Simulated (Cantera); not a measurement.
## Thermodynamics of chlorosilane synthesis and conversion, feed Si + HCl + H2

A closed system holds: 1 mol Si, 0.77 mol HCl, 3.4 mol H2, at 1498.15 K and 100 Torr.

Method: chemical equilibrium by Gibbs-energy minimisation in Cantera with the NASA 1993 tables (ideal gas, pure condensed phases). Candidate condensed phases: Si; 19 gas species. The tables' values for SiCl3 are old estimates; treat these amounts as uncertain. Rates play no part.

```
Property        Value
----------  ---------
x(H2)           0.862
x(HCl)         0.0973
x(SiCl2)       0.0352
x(SiCl3)      0.00340
x(SiCl4)      0.00105
x(SiHCl3)    0.000954
x(SiH2Cl2)   0.000138
x(H)          4.38e-5
x(SiH3Cl)     5.87e-6
n(Si(s))    0.831 mol
gas amount  4.154 mol
```
